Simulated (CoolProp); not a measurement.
Vapour-liquid equilibrium of carbon dioxide (1) + C2F6 (R116) (2) at 1.23 MPa; x and y are mole fractions of (1).

Model: multi-fluid Helmholtz-energy mixture model, Span 1996 and Lemmon 2006; pair parameters Bell 2016, in CoolProp.

```json
[
 {"x": "0.05", "bubble temperature (K)": "255.0", "y at the bubble point": "___", "dew temperature at overall composition x (K)": "___", "liquid density (mol/L)": "9.554"},
 {"x": "0.15", "bubble temperature (K)": "___", "y at the bubble point": "0.319", "dew temperature at overall composition x (K)": "253.9", "liquid density (mol/L)": "10.47"},
 {"x": "0.25", "bubble temperature (K)": "243.4", "y at the bubble point": "0.466", "dew temperature at overall composition x (K)": "250.7", "liquid density (mol/L)": "11.43"},
 {"x": "0.35", "bubble temperature (K)": "239.9", "y at the bubble point": "0.566", "dew temperature at overall composition x (K)": "247.4", "liquid density (mol/L)": "12.45"},
 {"x": "0.45", "bubble temperature (K)": "237.7", "y at the bubble point": "0.633", "dew temperature at overall composition x (K)": "___", "liquid density (mol/L)": "13.57"},
 {"x": "0.55", "bubble temperature (K)": "236.5", "y at the bubble point": "0.681", "dew temperature at overall composition x (K)": "240.5", "liquid density (mol/L)": "14.86"},
 {"x": "0.65", "bubble temperature (K)": "235.8", "y at the bubble point": "0.719", "dew temperature at overall composition x (K)": "237.2", "liquid density (mol/L)": "16.39"},
 {"x": "0.75", "bubble temperature (K)": "235.5", "y at the bubble point": "0.757", "dew temperature at overall composition x (K)": "235.5", "liquid density (mol/L)": "18.25"},
 {"x": "0.85", "bubble temperature (K)": "235.7", "y at the bubble point": "___", "dew temperature at overall composition x (K)": "___", "liquid density (mol/L)": "20.53"},
 {"x": "0.95", "bubble temperature (K)": "237.1", "y at the bubble point": "0.909", "dew temperature at overall composition x (K)": "237.9", "liquid density (mol/L)": "23.30"}
]
```

Task: What belongs in the gaps?

Result: 
- 0.05, y at the bubble point: 0.117
- 0.05, dew temperature at overall composition x (K): 257.0
- 0.15, bubble temperature (K): 248.5
- 0.45, dew temperature at overall composition x (K): 244.0
- 0.85, y at the bubble point: 0.810
- 0.85, dew temperature at overall composition x (K): 236.2

y crosses x between x = 0.75 and 0.85: the model has an azeotrope there.

Pair parameters are fitted to limited data, so mixtures are less certain than the pure fluids.
